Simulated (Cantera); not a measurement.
Cantera run:

```python
import numpy as np
import cantera as ct

gas_names = """
    H2 HI Mg I2
""".split()
cond_names = """
    MgI2(s) MgI2(L) Mg(cr) Mg(L)
""".split()


def load(file, names, dense=False):
    # The tables refer to 1 bar. Condensed volumes are neglected.
    table = {s.name: s for s in ct.Species.list_from_file(file)}
    out = []
    for n in names:
        d = dict(table[n].input_data)
        d["thermo"] = dict(d["thermo"], **{"reference-pressure": 1e5})
        if dense:
            d["equation-of-state"] = {"model": "constant-volume", "density": "1e6 g/cm^3"}
        out.append(ct.Species.from_dict(d))
    return out


species = {s.name: s for s in load("nasa_gas.yaml", gas_names) + load("nasa_condensed.yaml", cond_names)}
# Each term lists the table entries of one substance; the one whose range holds T is used.
reactions = {
    'H2(g) + MgI2 = Mg + 2 HI(g)':
        [(-1, ['H2']), (-1, ['MgI2(s)', 'MgI2(L)']), (1, ['Mg(cr)', 'Mg(L)']), (2, ['HI'])],
    'Mg(g) + I2(g) = MgI2':
        [(-1, ['Mg']), (-1, ['I2']), (1, ['MgI2(s)', 'MgI2(L)'])],
}


def pick(names, T):
    return next(species[n] for n in names if species[n].thermo.min_temp <= T <= species[n].thermo.max_temp)


results = []
for label, terms in reactions.items():
    print(label)
    print("     T/K   dH/kJ  dS/(J/K)   dG/kJ   log10 K")
    for T in [300, 748, 898, 1048, 1198, 1348, 1498]:
        used = [(nu, pick(names, T)) for nu, names in terms]
        dH = sum(nu * s.thermo.h(T) for nu, s in used) / 1e6
        dS = sum(nu * s.thermo.s(T) for nu, s in used) / 1e3
        dG = dH - T * dS / 1e3
        logK = -dG * 1e6 / (ct.gas_constant * T * np.log(10))
        results.append((label, T, dH, dS, dG, logK, [s.name for _, s in used]))
        print(f"{T:8g} {dH:8.1f} {dS:8.1f} {dG:8.1f} {logK:8.2f}")
```

It prints:

```
H2(g) + MgI2 = Mg + 2 HI(g)
     T/K   dH/kJ  dS/(J/K)   dG/kJ   log10 K
     300    419.6    185.2    364.1   -63.39
     748    409.4    164.4    286.4   -20.00
     898    406.2    160.5    262.0   -15.24
    1048    380.8    132.7    241.7   -12.05
    1198    376.4    128.8    222.1    -9.68
    1348    372.1    125.4    203.1    -7.87
    1498    367.9    122.5    184.5    -6.43
Mg(g) + I2(g) = MgI2
     T/K   dH/kJ  dS/(J/K)   dG/kJ   log10 K
     300   -576.4   -279.5   -492.6    85.76
     748   -566.2   -259.4   -372.2    25.99
     898   -562.0   -254.3   -333.7    19.41
    1048   -526.6   -215.7   -300.6    14.98
    1198   -520.4   -210.2   -268.7    11.71
    1348   -514.3   -205.3   -237.5     9.20
    1498   -508.2   -201.1   -207.0     7.22
```

Standard-state values (1 bar) from the NASA 1993 polynomials, evaluated with Cantera. Condensed species are held in their standard states even where they would react or evaporate.
